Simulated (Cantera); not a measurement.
Charge: 1 mol PbO, 3.2 mol CO, 0.59 mol H2, at 1323.15 K and 1.80 mbar.

Equilibrium computed with Cantera from the NASA thermochemical tables; the gas is ideal and each condensed phase is pure. Candidate condensed phases: C, C6H6, C7H8, C8H18, H2O, Pb, PbO, PbO2, Pb3O4; 113 gas species. Rates play no part.

Base state: CO 0.505, Pb 0.209, CO2 0.163, H2 0.0771, H2O 0.0461, PbO 1.27e-5, H 1.04e-5 (mole fractions); condensed: gas only.

Q: What changes in the equilibrium state with this change: temperature from 1323.15 K to 848 K?

A: 
```csv
species,before,after
CO,0.505,0.599
CO2,0.163,0.246
H2,0.0771,0.137
Pb,0.209,0.000166
H2O,0.0461,0.0182
PbO,1.27e-5,<1e-9
H,1.04e-5,<1e-9
"Pb(l), mol",0,0.999
```

Q: What changes in the equilibrium state with this change: H2 from 0.59 to 28 mol?

A: 
| species | before | after |
|---|---|---|
| H2 | 0.0771 | 0.840 |
| CO | 0.505 | 0.0975 |
| Pb | 0.209 | 0.0311 |
| CO2 | 0.163 | 0.00183 |
| H2O | 0.0461 | 0.0292 |
| PbO | 1.27e-5 | 1.10e-7 |
| H | 1.04e-5 | 3.43e-5 |
